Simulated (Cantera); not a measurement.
Hydrocarbon pyrolysis for carbon deposition

A perfectly stirred reactor is fed with 8.44 % C2H4, 91.6 % H2, at 5800 Pa; it is held at 2023 K, and followed from long to short residence time.

Model: GRI-Mech 3.0 (53 species, 325 reactions), integrated in Cantera. GRI-Mech 3.0 was tuned for natural gas; its chemistry of ethylene as a main component is partial and can be far from experiment. GRI-Mech 3.0 stops at C3 and has no aromatics, soot or wall deposition, so with more carbon than oxygen in the feed, carbon stays in small species such as C2H2 where larger ones or solid carbon would form.

| τ (s) | x C2H4 | x H2 | x C2H | x CH2 | x C2H2 | x C2H6 | x H |
|---|---|---|---|---|---|---|---|
| 0.30 | 4.48e-5 | 0.916 | 1.04e-5 | 1.88e-7 | 0.0775 | 5.28e-10 | 0.00608 |
| 0.19 | 6.04e-5 | 0.917 | 9.17e-6 | 1.35e-7 | 0.0775 | 5.46e-10 | 0.00538 |
| 0.12 | 9.11e-5 | 0.918 | 7.65e-6 | 8.51e-8 | 0.0775 | 6.53e-10 | 0.00449 |
| 0.074 | 0.000159 | 0.919 | 5.91e-6 | 4.70e-8 | 0.0775 | 9.70e-10 | 0.00347 |
| 0.047 | 0.000291 | 0.920 | 4.41e-6 | 2.72e-8 | 0.0774 | 1.59e-9 | 0.00259 |
| 0.029 | 0.000579 | 0.920 | 3.13e-6 | 1.86e-8 | 0.0772 | 2.78e-9 | 0.00185 |
| 0.018 | 0.00113 | 0.921 | 2.24e-6 | 1.76e-8 | 0.0767 | 4.66e-9 | 0.00133 |
| 0.011 | 0.00220 | 0.921 | 1.60e-6 | 2.09e-8 | 0.0757 | 7.59e-9 | 0.000966 |
| 0.0071 | 0.00381 | 0.921 | 1.22e-6 | 2.66e-8 | 0.0743 | 1.13e-8 | 0.000750 |
| 0.0045 | 0.00647 | 0.921 | 9.38e-7 | 3.50e-8 | 0.0718 | 1.67e-8 | 0.000596 |
x: mole fraction; the columns are a selection and need not sum to one.
